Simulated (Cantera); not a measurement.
Input: 1 mol C₃H₆, 3.1 mol CO₂, 1.4 mol H₂, equilibrated at 923.15 K.

Cantera equilibrium calculation (NASA polynomials, part measured and part estimated; ideal gas, pure solids and liquids). Candidate condensed phases: C, C₆H₆, C₇H₈, C₈H₁₈, H₂O; 110 gas species. Kinetics and transport are ignored.

**Question.** At 0.0750 Torr, list the 4 most abundant gas species with their mole fractions, and the condensed phases.

**Answer.** CO 0.574, H₂ 0.417, CO₂ 0.00703, H₂O 0.00250. Condensed: gas only.
